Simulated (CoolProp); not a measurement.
A closed Brayton cycle with nitrogen: compressor inlet 320.15 K and 5.4 MPa, high pressure 15.2 MPa, turbine inlet 815 K, compressor efficiency 0.89, turbine efficiency 0.9, recuperator effectiveness 0 (on enthalpy, no pinch check). Each further row changes one setting.

Computed with CoolProp (reference Helmholtz-energy equation of state, Span 2000).

```tsv
case	thermal efficiency (%)	net work (kJ/kg)	compressor to turbine work	compressor exit (K)	turbine exit (K)
as stated	17.2	71.4	0.65	445.8	636.3
turbine inlet 765 K	16.4	58.8	0.69	445.8	595.6
compressor inlet 330.15 K	16.8	67.0	0.67	459.5	636.3
high pressure 12.9 MPa	15.2	66.6	0.62	423.3	661.8
recuperator effectiveness 0.5	22.9	71.4	0.65	445.8	636.3
```
